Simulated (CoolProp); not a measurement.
Vapour-liquid equilibrium of n-heptane (1) + toluene (2) at 0.65 bar; x and y are mole fractions of (1).

Values from CoolProp's multi-fluid Helmholtz-energy mixture model, Span 2003 and Lemmon 2006; pair parameters Bell 2016.

```
x      bubble temperature, mixture model (°C)  bubble temperature, Raoult's law (°C)  y, mixture model  y, Raoult's law
-----  --------------------------------------  -------------------------------------  ----------------  ---------------
0.05                                     94.1                                   95.0             0.093            0.070
0.125                                    92.2                                   94.0             0.207            0.171
0.2                                         …                                   93.0             0.301            0.265
0.275                                    89.5                                   92.0                 …            0.354
0.35                                     88.4                                   91.1             0.454            0.438
0.425                                    87.6                                   90.2                 …            0.517
0.5                                      86.8                                   89.3             0.583            0.592
0.575                                    86.2                                   88.4             0.644            0.663
0.65                                     85.7                                   87.6             0.704            0.730
0.725                                    85.2                                   86.8                 …            0.793
0.8                                      84.8                                   86.0             0.827            0.854
0.875                                    84.4                                   85.2             0.890            0.911
0.95                                     84.1                                   84.5             0.955            0.965
```

Q: What belongs in the gaps?

A: 
- 0.2, bubble temperature, mixture model (°C): 90.7
- 0.275, y, mixture model: 0.382
- 0.425, y, mixture model: 0.521
- 0.725, y, mixture model: 0.765

The largest gap from Raoult's law is -2.7 K in bubble temperature, at x = 0.35. No azeotrope shows between x = 0.05 and 0.95.

Pair parameters are fitted to limited data, so mixtures are less certain than the pure fluids.
